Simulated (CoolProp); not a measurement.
Vapour pressure (bar) of fluoroethane (R161): the reference equation beside estimates from Tc = 102.1 °C, pc = 50.10 bar, ω = 0.216. Clausius-Clapeyron is anchored at 32.85 °C with a constant enthalpy of vaporisation of 15.66 kJ/mol.

Computed with CoolProp (reference Helmholtz-energy equation of state, Wu 2012).

```json
[
 {"T (°C)": "15.75", "reference": "7.120", "Clausius-Clapeyron": "7.912", "van der Waals": "16.04", "Redlich-Kwong": "9.318", "Peng-Robinson": "7.097"},
 {"T (°C)": "19.25", "reference": "7.876", "Clausius-Clapeyron": "8.554", "van der Waals": "16.99", "Redlich-Kwong": "10.19", "Peng-Robinson": "7.854"},
 {"T (°C)": "22.65", "reference": "8.666", "Clausius-Clapeyron": "9.211", "van der Waals": "17.93", "Redlich-Kwong": "11.08", "Peng-Robinson": "8.645"},
 {"T (°C)": "26.05", "reference": "9.513", "Clausius-Clapeyron": "9.902", "van der Waals": "18.91", "Redlich-Kwong": "12.03", "Peng-Robinson": "9.494"},
 {"T (°C)": "29.45", "reference": "10.42", "Clausius-Clapeyron": "10.63", "van der Waals": "19.92", "Redlich-Kwong": "13.04", "Peng-Robinson": "10.41"},
 {"T (°C)": "32.85", "reference": "11.39", "Clausius-Clapeyron": "11.39", "van der Waals": "20.97", "Redlich-Kwong": "14.10", "Peng-Robinson": "11.38"},
 {"T (°C)": "36.25", "reference": "12.42", "Clausius-Clapeyron": "12.18", "van der Waals": "22.05", "Redlich-Kwong": "15.21", "Peng-Robinson": "12.42"},
 {"T (°C)": "39.65", "reference": "13.52", "Clausius-Clapeyron": "13.02", "van der Waals": "23.17", "Redlich-Kwong": "16.39", "Peng-Robinson": "13.53"},
 {"T (°C)": "43.05", "reference": "14.69", "Clausius-Clapeyron": "13.89", "van der Waals": "24.32", "Redlich-Kwong": "17.63", "Peng-Robinson": "14.71"},
 {"T (°C)": "46.55", "reference": "15.98", "Clausius-Clapeyron": "14.82", "van der Waals": "25.54", "Redlich-Kwong": "18.96", "Peng-Robinson": "16.01"},
 {"T (°C)": "49.95", "reference": "17.30", "Clausius-Clapeyron": "15.77", "van der Waals": "26.76", "Redlich-Kwong": "20.33", "Peng-Robinson": "17.35"},
 {"T (°C)": "53.35", "reference": "18.70", "Clausius-Clapeyron": "16.76", "van der Waals": "28.01", "Redlich-Kwong": "21.76", "Peng-Robinson": "18.77"}
]
```

Absolute difference from the reference over all 12 rows, mean and median: Clausius-Clapeyron 5.8 and 5.9 %, van der Waals 83.4 and 80.8 %, Redlich-Kwong 23.3 and 23.1 %, Peng-Robinson 0.2 and 0.2 %.
